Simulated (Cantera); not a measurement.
# Equilibrium for silicon oxide and oxynitride deposition: SiF4 + NO + H2 + N2O

Charge: 1 mol SiF4, 5.2 mol NO, 1.5 mol H2, a varied amount of N2O, at 873 K and 0.00170 bar.

Cantera equilibrium calculation (NASA polynomials, part measured and part estimated; ideal gas, pure solids and liquids). Candidate condensed phases: H2O, Si, SiO2, Si2N2O, Si3N4; 58 gas species. Kinetics and transport are ignored.

```tsv
n(N2O) (mol)	log p N2	log p O2	log p HF	log p SiF4	log p H2O	log p NO	log p NO2	log p OH	n SiO2(β-quartz)
0.89	-3.17	-3.35	-3.40	-4.03	-4.04	-8.07	-10.24	-10.36	0.516
1.6	-3.14	-3.34	-3.44	-4.09	-4.11	-8.05	-10.21	-10.39	0.523
2.8	-3.10	-3.33	-3.51	-4.17	-4.20	-8.02	-10.17	-10.43	0.532
4.9	-3.07	-3.31	-3.60	-4.28	-4.33	-8.00	-10.14	-10.49	0.544
8.8	-3.03	-3.29	-3.73	-4.44	-4.51	-7.97	-10.10	-10.58	0.561
16	-3.00	-3.27	-3.90	-4.65	-4.74	-7.95	-10.07	-10.69	0.582
28	-2.98	-3.26	-4.08	-4.87	-4.99	-7.93	-10.05	-10.82	0.602
```
log p: log10 of the partial pressure in bar; n: condensed amount in mol.

From 0.89 mol N2O to 28 mol N2O the condensed part is SiO2(β-quartz). The main Si-bearing gas is SiF4 throughout. The share of Si in condensed phases is highest at 28 mol N2O (60.2 %) and lowest at 0.89 mol N2O (51.6 %).
